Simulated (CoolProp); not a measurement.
Vapour-liquid equilibrium of benzene (1) + cyclohexane (2) at 398.5 K; x and y are mole fractions of (1).

Computed with CoolProp (multi-fluid Helmholtz-energy mixture model, Thol 2012 and Zhou 2014; pair parameters Bell 2016).

```
x      bubble pressure, mixture model (kPa)  bubble pressure, Raoult's law (kPa)  y, mixture model  y, Raoult's law
-----  ------------------------------------  -----------------------------------  ----------------  ---------------
0.05                                  332.3                                327.1             0.065            0.052
0.125                                 340.1                                328.1             0.154            0.130
0.2                                   346.7                                329.2             0.236            0.207
0.275                                 352.0                                330.3             0.311            0.284
0.35                                  356.2                                331.3             0.381            0.360
0.425                                 359.2                                332.4             0.449            0.435
0.5                                   361.2                                333.4             0.513            0.511
0.575                                 362.0                                334.5             0.577            0.585
0.65                                  361.6                                335.6             0.642            0.660
0.725                                 360.1                                336.6             0.708            0.733
0.8                                   357.1                                337.7             0.777            0.807
0.875                                 352.5                                338.7             0.853            0.880
0.95                                  346.1                                339.8             0.937            0.952
```

The largest gap from Raoult's law is +8.3 % in bubble pressure, at x = 0.5. y crosses x between x = 0.575 and 0.65: the model has an azeotrope there.

The pair parameters rest on a limited set of measurements; away from them the model extrapolates.
